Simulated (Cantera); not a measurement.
Charge: 1 mol PbCl2, 0.085 mol HCl, 12 mol H2, held at 452 °C and 10.0 mbar.

These are equilibrium values from Cantera (NASA tables, ideal gas, pure condensed phases), not measurements of a reactor. Candidate condensed phases: Pb, PbCl2; 10 gas species. The tables' values for PbCl4 are old estimates; treat these amounts as uncertain. Rates play no part.

Base state: H2 0.897, HCl 0.0810, PbCl4 0.0187, PbCl2 0.00318, PbCl 7.25e-5 (mole fractions); condensed: Pb(l).

Problem. What changes in the equilibrium state with this change: pressure from 10.0 mbar to 0.100 bar?

Solution. 
```csv
species,before,after
H2,0.897,0.960
HCl,0.0810,0.0345
PbCl4,0.0187,0.00538
PbCl,7.25e-5,9.43e-6
PbCl2,0.00318,0.000540
"Pb(l), mol",0.718,0.236
"PbCl2(s), mol",0,0.691
```

Problem. What changes in the equilibrium state with this change: temperature from 452 °C to 1875 °C?

Solution. 
```
species      before    after
----------  -------  -------
H2            0.897    0.751
HCl          0.0810    0.138
Pb          3.37e-7   0.0677
H             <1e-9   0.0361
PbCl4        0.0187    <1e-9
Cl            <1e-9  0.00487
PbCl2       0.00318  5.52e-6
PbCl        7.25e-5  0.00188
Pb(l), mol    0.718        0
```
